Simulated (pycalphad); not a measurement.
## Freezing of Al-Mn-Si alloys with rising Mn

Computed with pycalphad from the COST 507 light-alloy database (1999), at 1 atm. These are 1990s assessments: newer ones move some temperatures and phases. Amounts are mole fractions of atoms.

Scheil-Gulliver runs (no diffusion in the solid, steps of 4 K) beside full equilibrium.

```
alloy                      liquidus (°C)  Scheil, half solid (°C)  Scheil, 80 % solid (°C)  Scheil, invariant end (°C)  liquid left at that end  equilibrium solidus (°C)
-------------------------  -------------  -----------------------  -----------------------  --------------------------  -----------------------  ------------------------
Al-2.194Mn-23.76Si (wt.%)            734     at the invariant end     at the invariant end                         576                     0.82                       576
Al-3.272Mn-23.62Si (wt.%)            728     at the invariant end     at the invariant end                         576                     0.79                       576
Al-4.339Mn-23.49Si (wt.%)            723     at the invariant end     at the invariant end                         576                     0.78                       576
Al-6.438Mn-23.24Si (wt.%)            734     at the invariant end     at the invariant end                         576                     0.74                       576
```
